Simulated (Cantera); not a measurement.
A closed system holds: 1 mol CaCO3, 0.1 mol O2, 0.54 mol CO2, equilibrated at 1302 °C and 3.70 bar.

Method: chemical equilibrium by Gibbs-energy minimisation in Cantera with the NASA 1993 tables (ideal gas, pure condensed phases). Candidate condensed phases: C, Ca, CaCO3, CaO; 15 gas species. The numbers say what is thermodynamically allowed, not how fast it happens.

Base state: CO2 0.939, O2 0.0610, CO 2.82e-5 (mole fractions); condensed: CaO(s).

### Question
What changes in the equilibrium state with this change: temperature from 1302 °C to 327 °C?

### Answer
```
species               before  after
-------------------  -------  -----
CO2                    0.939  0.844
O2                    0.0610  0.156
CO                   2.82e-5  <1e-9
CaO(s), mol             1.00      0
CaCO3(calcite), mol        0   1.00
```
